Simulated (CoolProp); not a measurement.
Vapour-liquid equilibrium of cyclohexane (1) + n-nonane (2) at 95.65 °C; x and y are mole fractions of (1).

The numbers come from the multi-fluid Helmholtz-energy mixture model, Zhou 2014 and Lemmon 2006; pair parameters Bell 2016 in CoolProp.

```csv
x,bubble pressure (kPa),y at the bubble point,dew pressure at overall composition x (kPa),liquid density (mol/L)
0.05,25.13,0.317,18.80,5.228
0.125,35.28,0.546,20.24,___
0.2,44.99,0.671,21.91,5.567
0.275,54.51,0.751,23.88,5.753
0.35,64.04,0.807,26.23,5.951
0.425,73.72,0.850,29.09,6.162
0.5,83.62,0.884,32.63,6.387
0.575,93.80,0.912,37.13,6.628
0.65,104.3,0.935,43.03,6.885
0.725,___,0.954,51.07,7.161
0.8,126.0,0.969,62.64,7.457
0.875,___,0.983,___,7.777
0.95,148.1,0.994,112.8,8.121
```

**Question.** What belongs in the gaps?

**Answer.** 
- 0.125, liquid density (mol/L): 5.392
- 0.725, bubble pressure (kPa): 115.0
- 0.875, bubble pressure (kPa): 137.0
- 0.875, dew pressure at overall composition x (kPa): 80.65

No azeotrope shows between x = 0.05 and 0.95.

The pair parameters rest on a limited set of measurements; away from them the model extrapolates. The gap from Raoult's law changes sign with composition, which may be real or a fault of the pair parameters; it wasn't checked against measurements.
